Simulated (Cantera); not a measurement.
Charge: 1 mol Si3N4, 0.013 mol N2O, a varied amount of N2, held at 133 Pa.

These are equilibrium values from Cantera (NASA tables, ideal gas, pure condensed phases), not measurements of a reactor. Candidate condensed phases: Si, SiO2, Si2N2O, Si3N4; 16 gas species. Mutual solubility and eutectic melting of coexisting phases are not modelled. Kinetics and transport are ignored.

Stable condensed phases, one row left out:

```
T in K \ n(N2) in mol
         100 130 160 190 230 280 340 420 510 620 760 930
   1873    A   A   A   A   A   A   A   B   B   B   B   B
   1798    A   A   A   A   A   A   A   A   A   A   A   A
   1723    A   A   A   A   A   A   A   A   A   A   A   A
   1648    C   C   C   C   C   C   C   C   C   C   C   C
   1573    C   C   C   C   C   C   C   C   C   C   C   C
   1498    C   C   C   C   C   C   C   C   C   C   C   C
   1423    D   D   D   D   D   D   D   D   D   D   C   C
   1273    D   D   D   D   D   D   D   D   D   D   D   D
   1198    D   D   D   D   D   D   D   D   D   D   D   D
   1123    D   D   D   D   D   D   D   D   D   D   D   D
   1048    D   D   D   D   D   D   D   D   D   D   D   D
```

A: Si; B: gas only; C: Si3N4; D: Si2N2O + Si3N4.

Problem. Give the row for 1348 K.

Solution. 100: Si2N2O + Si3N4; 130: Si2N2O + Si3N4; 160: Si2N2O + Si3N4; 190: Si2N2O + Si3N4; 230: Si2N2O + Si3N4; 280: Si2N2O + Si3N4; 340: Si2N2O + Si3N4; 420: Si2N2O + Si3N4; 510: Si2N2O + Si3N4; 620: Si2N2O + Si3N4; 760: Si2N2O + Si3N4; 930: Si2N2O + Si3N4.
